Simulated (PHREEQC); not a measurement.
Solution (25 °C): 0.0031 mol NiCl2 and 0.016 mol NaCl per kg of water. Closed to the air; pH follows from the charge balance.

Equilibrium calculation in PHREEQC: ion-association model, wateq4f.dat.

| quantity | before | after |
|---|---|---|
| pH | 6.31 | 7.00 |
| SI of Halite (NaCl) | -5.17 | -5.22 |

Problem. What was changed between the two runs?
A) NiCl2 replaced by RbCl at the same molality
B) diluted 10-fold with water
C) temperature from 25 to 60 °C

Solution. A, NiCl2 replaced by RbCl at the same molality

No solid was allowed to form.
